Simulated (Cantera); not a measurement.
Charge: 1 mol Nb, 1.1 mol H2O, equilibrated at 1300 K and 1.90 mbar.

Equilibrium computed with Cantera from the NASA thermochemical tables; the gas is ideal and each condensed phase is pure. Candidate condensed phases: H2O, Nb, NbO, NbO2, Nb2O5; 12 gas species. Mutual solubility and eutectic melting of coexisting phases are not modelled. NbO: taken at fixed stoichiometry. Condensed phases not in the tables: the oxides between NbO2 and Nb2O5. Equilibrium is a limit: real reactors are often held back by kinetics, nucleation or transport.

Base state: H2 1.000, H2O 0.000386, H 2.54e-5 (mole fractions); condensed: NbO(s) + NbO2(s).

Q: What changes in the equilibrium state with this change: Nb replaced by Ta(OEt)5?

A: 
```tsv
species	before	after
H2	1.000	0.690
CO	0	0.310
H	2.54e-5	2.11e-5
H2O	0.000386	3.70e-6
NbO(s), mol	0.900	0
NbO2(s), mol	0.0996	0
C(graphite), mol	0	2.90
TaC(s), mol	0	1.00
```
The feed counts by its element totals alone. TaC: taken at fixed stoichiometry. Condensed phases not in the tables: Ta2C. Further candidate phases: C, C6H6, C7H8, C8H18, Ta, TaC, Ta2O5.
